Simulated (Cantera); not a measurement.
A Cantera script and its output.

```python
import numpy as np
import cantera as ct

gas = ct.Solution("gri30.yaml")
gas.TPX = 1600, 100000, {'CH4': 1, 'H2': 4.5}
inlet = ct.Reservoir(gas, clone=True)

reactor = ct.IdealGasConstPressureReactor(gas, energy="off", clone=False)
exhaust = ct.Reservoir(gas, clone=True)
tau = [1, 0.48, 0.24, 0.11, 0.056, 0.027, 0.013, 0.0064, 0.0031, 0.0015][0]
for a, b in ((inlet, reactor), (reactor, exhaust)):
    ct.MassFlowController(a, b, mdot=lambda t: reactor.mass / tau)
net = ct.ReactorNet([reactor])
show = ['CH4', 'H2', 'C2H2', 'CH3', 'C2H']

rows = []
print(f"{'tau/s':>10s}{'T/K':>9s}" + "".join(f"{s:>11s}" for s in show))
for tau in [1, 0.48, 0.24, 0.11, 0.056, 0.027, 0.013, 0.0064, 0.0031, 0.0015]:
    net.initial_time = 0.0
    net.advance(30 * tau)
    before = gas.X
    net.advance(40 * tau)
    drift = np.max(np.abs(gas.X - before) / (gas.X + 1e-9))
    rows.append([gas.T, *gas[show].X, drift])
    print(f"{tau:10.3e}{gas.T:9.1f}" + "".join(f"{x:11.3e}" for x in gas[show].X))
```

It prints:

```
     tau/s      T/K        CH4         H2       C2H2        CH3        C2H
 1.000e+00   1600.0  7.873e-02  8.773e-01  3.989e-02  8.816e-05  7.390e-09
 4.800e-01   1600.0  9.405e-02  8.684e-01  3.388e-02  1.026e-04  6.115e-09
 2.400e-01   1600.0  1.127e-01  8.577e-01  2.656e-02  1.197e-04  4.672e-09
 1.100e-01   1600.0  1.350e-01  8.449e-01  1.777e-02  1.397e-04  3.048e-09
 5.600e-02   1600.0  1.517e-01  8.353e-01  1.116e-02  1.544e-04  1.881e-09
 2.700e-02   1600.0  1.648e-01  8.278e-01  5.983e-03  1.655e-04  9.958e-10
 1.300e-02   1600.0  1.729e-01  8.231e-01  2.838e-03  1.717e-04  4.674e-10
 6.400e-03   1600.0  1.772e-01  8.207e-01  1.212e-03  1.739e-04  1.971e-10
 3.100e-03   1600.0  1.795e-01  8.193e-01  4.301e-04  1.727e-04  6.857e-11
 1.500e-03   1600.0  1.807e-01  8.187e-01  1.229e-04  1.673e-04  1.887e-11
```

Model: GRI-Mech 3.0 (53 species, 325 reactions), integrated in Cantera. GRI-Mech 3.0 stops at C3 and has no aromatics, soot or wall deposition, so with more carbon than oxygen in the feed, carbon stays in small species such as C2H2 where larger ones or solid carbon would form.
